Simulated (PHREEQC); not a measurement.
Make-up at 65 °C: 56 mmol/kgw NaHSO4, 110 mmol/kgw NaOH and 93 mmol/kgw KCl. Closed to the air; pH follows from the charge balance.

Computed with PHREEQC (ion-association model, phreeqc.dat).

No solid was allowed to form.

Q: Estimate the pH, ionic strength, specific conductance.

A: pH 11.46; ionic strength 0.279 mol/kgw; specific conductance 56600 µS/cm.

Q: In which forms is K present?

A: K+ 90 %, KSO4- 9.8 % of the K.

Species that the database lacks are ignored. Away from 25 °C the constants follow the database's enthalpies or fits; those with neither stay at their 25 °C values.
